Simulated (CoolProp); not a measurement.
Vapour-liquid equilibrium of ethylene (1) + carbon dioxide (2) at 237.5 K; x and y are mole fractions of (1).

The numbers come from the multi-fluid Helmholtz-energy mixture model, Smukala 2000 and Span 1996; pair parameters Bell 2016 in CoolProp.

```tsv
x	bubble pressure, mixture model (MPa)	bubble pressure, Raoult's law (MPa)	y, mixture model	y, Raoult's law
0.05	1.268	1.199	(withheld)	0.069
0.15	1.406	1.246	0.253	0.199
0.25	1.503	1.294	0.358	0.319
0.35	1.572	1.342	0.442	0.431
0.45	1.624	1.389	(withheld)	0.535
0.55	1.660	1.437	0.593	0.632
0.65	1.682	1.484	0.670	0.723
0.75	1.691	1.532	0.752	0.808
0.85	1.686	1.579	0.843	0.888
0.95	1.666	1.627	(withheld)	0.964
```

Task: Fill in the missing entries.

Result: 
- 0.05, y, mixture model: 0.106
- 0.45, y, mixture model: 0.518
- 0.95, y, mixture model: 0.944

The largest gap from Raoult's law is +17.1 % in bubble pressure, at x = 0.35. y crosses x between x = 0.75 and 0.85: the model has an azeotrope there.

Pair parameters are fitted to limited data, so mixtures are less certain than the pure fluids.
